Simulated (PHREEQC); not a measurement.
PHREEQC input (ion-association model, wateq4f.dat):

```
SOLUTION_MASTER_SPECIES
  An  An-  0  An  62.0  # stands for a non-complexing anion
SOLUTION_SPECIES
  An- = An-
    -log_k 0
    -gamma 3.0 0
PHASES
  Fix_H+
    H+ = H+
    -log_k 0
SOLUTION 1
  temp 25
  units mmol/kgw
  pH 7 charge
  Cl 0.0074
  Ca 0.0037
  F 0.18
  Na 50.18
  An 50
END
SELECTED_OUTPUT 1
  -reset false
  -pH true
  -pe true
  -ionic_strength true
  -water true
  -totals Ca Cl F Na
  -molalities Hfo_wOH Hfo_wOH2+ Hfo_wO- Hfo_sOH Hfo_sOH2+ Hfo_sO- Hfo_wF Hfo_wOHF- Hfo_sOHCa+2 Hfo_wOCa+
  -saturation_indices Fluorite Portlandite Halite
USER_PUNCH 1
  -headings sigma psi
  10 PUNCH EDL("sigma", "Hfo"), EDL("psi", "Hfo")
PRINT
  -reset false
USE solution 1
SURFACE 1
  Hfo_wOH 0.000292135 600 0.13
  Hfo_sOH 7.30337e-06
EQUILIBRIUM_PHASES 1
  Fix_H+ -4 HAn 10
    -force_equality true
  O2(g) -0.68 10
END
# ... the last block is repeated for the other 12 points of pH, with NaOH or the acid as the point needs
```

Selected output (columns that matter, 11 of 13 rows; pH added in front):

```
pH	mu	Ca	F	Na	m_Hfo_wOH	m_Hfo_wOH2+	m_Hfo_wO-	m_Hfo_sOH	m_Hfo_sOH2+	si_Fluorite	si_Portlandite	si_Halite	sigma	psi
4	0.050391	3.7e-06	8.9739e-05	0.05018	2.3401e-05	0.0001784	7.032e-08	8.4661e-07	6.4542e-06	-3.5479	-20.56	-8.1871	0.20977	0.14244
4.67	0.05028	3.7e-06	0.00010205	0.05018	5.8111e-05	0.00015557	4.9726e-07	1.9815e-06	5.3049e-06	-3.3606	-19.22	-8.187	0.16308	0.12969
5.33	0.050241	3.6999e-06	0.00012249	0.05018	0.00010793	0.00012455	2.1427e-06	3.3596e-06	3.8769e-06	-3.185	-17.899	-8.1869	0.11541	0.11227
6.67	0.050206	3.6949e-06	0.00016359	0.05018	0.00019871	6.2556e-05	1.446e-05	5.2599e-06	1.6559e-06	-2.9297	-15.22	-8.1869	0.044217	0.06637
7.33	0.050196	3.6508e-06	0.00017408	0.05018	0.00021703	4.5419e-05	2.3758e-05	5.5028e-06	1.1516e-06	-2.8808	-13.905	-8.1869	0.02114	0.037818
8	0.050187	3.1819e-06	0.00017828	0.05018	0.00022286	3.5137e-05	3.2382e-05	5.2369e-06	8.2568e-07	-2.9197	-12.625	-8.1869	0.0027971	0.0054581
8.67	0.050197	1.3814e-06	0.00017953	0.050202	0.00022233	2.6798e-05	4.2258e-05	4.0147e-06	4.8389e-07	-3.276	-11.647	-8.1867	-0.014618	-0.027277
9.33	0.050225	2.0387e-07	0.00017987	0.050243	0.0002167	1.9493e-05	5.5187e-05	3.2931e-06	2.9623e-07	-4.1056	-11.158	-8.1864	-0.037101	-0.058802
10.67	0.05081	2.5604e-09	0.00017999	0.050863	0.00017481	6.3811e-06	0.00010971	2.8957e-06	1.057e-07	-6.0101	-10.383	-8.1818	-0.12232	-0.1149
11.33	0.052906	4.8088e-10	0.00018	0.052987	0.0001285	2.3713e-06	0.00015953	2.3572e-06	4.3496e-08	-6.7512	-9.8002	-8.1667	-0.19097	-0.13642
12	0.062848	1.851e-10	0.00018	0.062963	6.6491e-05	4.5479e-07	0.0002227	1.3983e-06	9.5639e-09	-7.2301	-8.9239	-8.1035	-0.27464	-0.15055
```

Species that the database lacks are ignored.
